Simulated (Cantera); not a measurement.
An isothermal, constant-pressure homogeneous reactor starts with 0.537 % CO, 1.85 % O2, 0.0195 % H2O, 97.6 % N2, equivalence ratio 0.14, at 1273 K and 0.110 bar.

Cantera simulation using GRI-Mech 3.0 (53 species, 325 reactions); the numbers are that mechanism's predictions, not measurements.

Predict: x(CO) at 2.00 s; x(O2) at 2.00 s; x(H2O) at 2.00 s; x(NO) at 2.00 s; x(HO2) at 2.00 s; x(NO2) at 2.00 s.


```json
{
 "x(CO) at 2.00 s": "9.81e-6 (gas-phase equilibrium 1.14e-8)",
 "x(O2) at 2.00 s": "0.0159 (gas-phase equilibrium 0.0158)",
 "x(H2O) at 2.00 s": "0.000193 (gas-phase equilibrium 0.000196)",
 "x(NO) at 2.00 s": "1.25e-6 (gas-phase equilibrium 0.000102)",
 "x(HO2) at 2.00 s": "2.90e-8 (gas-phase equilibrium 1.06e-10)",
 "x(NO2) at 2.00 s": "1.92e-9 (gas-phase equilibrium 1.12e-7)"
}
```
